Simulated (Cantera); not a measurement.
Input: 1 mol Si2H6, 9.2 mol O3, 12 mol H2, held at 0.0720 bar.

These are equilibrium values from Cantera (NASA tables, ideal gas, pure condensed phases), not measurements of a reactor. Candidate condensed phases: H2O, Si, SiO2; 18 gas species. The feed counts by its element totals alone. The tables hold silica as quartz up to 1696 K and as liquid above; real silica turns to tridymite and cristobalite and melts near 1996 K. Gases not in the tables: Si(OH)4. Equilibrium is a limit: real reactors are often held back by kinetics, nucleation or transport. All values below are at 1127 °C.

Base state: H2O 0.777, O2 0.223, OH 0.000168 (mole fractions); condensed: SiO2(β-quartz).

Task: What changes in the equilibrium state with this change: 0.065 mol Cl2 added?

Result: 
```tsv
species	before	after
H2O	0.777	0.770
O2	0.223	0.223
HCl	0	0.00664
Cl	0	5.98e-5
OH	0.000168	0.000167
SiO2(β-quartz), mol	2.00	2.00
```
